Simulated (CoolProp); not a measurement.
Properties of R142b along the isotherm 470 K.

Computed with CoolProp (reference Helmholtz-energy equation of state, Lemmon 2006). It is a short technical equation, of lower accuracy than the large ones.

```csv
p (MPa),phase,density (kg/m³),Joule-Thomson coefficient (K/MPa),viscosity (µPa s),Prandtl number,fugacity coefficient
0.0321,gas,0.8269,6.623,16.1,0.703,0.9983
0.0471,gas,1.214,6.628,16.1,0.703,0.9975
0.0691,gas,1.784,6.636,16.1,0.703,0.9963
0.101,gas,2.612,6.647,16.1,0.704,0.9946
0.149,gas,3.863,6.664,16.2,0.704,0.9920
0.218,gas,5.673,6.688,16.2,…,0.9884
0.321,gas,8.401,6.725,16.2,0.706,0.9829
0.471,gas,12.43,6.779,16.2,0.708,0.9749
0.691,gas,18.47,6.861,…,0.711,0.9633
1.01,gas,…,6.982,16.4,0.716,0.9466
1.49,gas,41.80,7.172,16.6,0.727,0.9218
2.18,gas,…,7.457,17.0,0.748,0.8866
3.21,gas,101.9,7.889,17.9,0.796,0.8351
4.71,supercritical,171.3,8.371,20.1,…,0.7624
6.91,supercritical,321.7,7.491,27.2,1.34,0.6624
10.1,supercritical,552.8,3.218,45.3,…,0.5469
```

**Question.** Some entries are withheld; supply them.

**Answer.** 
- 0.218, Prandtl number: 0.705
- 0.691, viscosity (µPa s): 16.3
- 1.01, density (kg/m³): 27.50
- 2.18, density (kg/m³): 64.03
- 4.71, Prandtl number: 0.921
- 10.1, Prandtl number: 1.88

Viscosity comes from a separate model (Huber 2003), an estimate that may be off by 10 % or more. Thermal conductivity comes from a separate model (Huber 2003), an estimate that may be off by 10 % or more.
